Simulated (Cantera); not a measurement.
An isothermal, constant-pressure homogeneous reactor starts with NO : N2 = 1 : 0.26 (molar parts), at 1498 K and 825 Torr.

Model: GRI-Mech 3.0 (53 species, 325 reactions), integrated in Cantera.

One state of this run: x NO = 0.443; x NO2 = 0.00227; x O = 1.60e-6; x N2O = 6.52e-5; x N2 = 0.381. x: mole fraction; the columns are a selection and need not sum to one.

Q: Which value of t (s) does it belong to?
A) 8.00e-5
B) 0.00362
C) 50.0
D) 0.164

A: C, 50.0
